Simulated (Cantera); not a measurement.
Input: 1 mol B2O3, 7.5 mol HF, 1.5 mol N2, 4.7 mol Cl2, held at 1527 °C and 133 Pa.

Cantera equilibrium calculation (NASA polynomials, part measured and part estimated; ideal gas, pure solids and liquids). Candidate condensed phases: B, BN, B2O3, B3O3H3, H2O, NH4Cl; 75 gas species. The tables' values for BOCl are old estimates; treat these amounts as uncertain. Kinetics and transport are ignored.

**Question.** What is the equilibrium state?

**Answer.** 
```json
{
  "x(Cl)": "0.380",
  "x(HF)": "0.281",
  "x(HCl)": "0.119",
  "x(BOF)": "0.100",
  "x(N2)": "0.0800",
  "x(O2)": "0.0291",
  "x(BF3)": "0.00666",
  "x(Cl2)": "0.00193",
  "x(H2O)": "0.000636",
  "gas_amount": "18.69 mol",
  "log10 activity of B(s) (absent)": "-12.26",
  "log10 activity of B3O3H3(s) (absent)": "-37.06"
}
```
